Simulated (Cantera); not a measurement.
An adiabatic, constant-pressure homogeneous reactor starts with CO : H₂ : O₂ : N₂ = 1 : 0.048 : 1.59 : 5.97 (molar parts), at 1725 K and 420 Torr.

Computed with Cantera and GRI-Mech 3.0 (53 species, 325 reactions).

Predict: time of steepest temperature rise; temperature at 4.00 s; equilibrium temperature; x(CO) at 4.00 s; x(H₂) at 4.00 s; x(O₂) at 4.00 s; x(HO₂) at 4.00 s; x(H) at 4.00 s.


- time of steepest temperature rise = 0.174 ms
- temperature at 4.00 s = 2461 K
- equilibrium temperature = 2461 K
- x(CO) at 4.00 s = 0.0125 (gas-phase equilibrium 0.0125)
- x(H₂) at 4.00 s = 8.06e-5 (gas-phase equilibrium 8.06e-5)
- x(O₂) at 4.00 s = 0.125 (gas-phase equilibrium 0.125)
- x(HO₂) at 4.00 s = 1.58e-6 (gas-phase equilibrium 1.58e-6)
- x(H) at 4.00 s = 0.000256 (gas-phase equilibrium 0.000256)
